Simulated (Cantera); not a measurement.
A closed system holds: 1 mol Fe2O3, 0.34 mol C, a varied amount of H2, held at 1148 K and 7.20 mbar.

Method: chemical equilibrium by Gibbs-energy minimisation in Cantera with the NASA 1993 tables (ideal gas, pure condensed phases). Candidate condensed phases: C, C6H6, C7H8, C8H18, Fe, Fe(CO)5, FeO, Fe(OH)2, Fe(OH)3, Fe2O3, Fe3O4, H2O; 114 gas species. Mutual solubility and eutectic melting of coexisting phases are not modelled. The tables' stoichiometric FeO is somewhat more stable than real wüstite, so its field is too wide. FeO: taken at fixed stoichiometry. Equilibrium is a limit: real reactors are often held back by kinetics, nucleation or transport.

At 3.1 mol H2, list the 4 most abundant gas species with their mole fractions, and the condensed phases.

H2 0.721, H2O 0.181, CO 0.0815, CO2 0.0173. Condensed: Fe(α) + FeO(s).
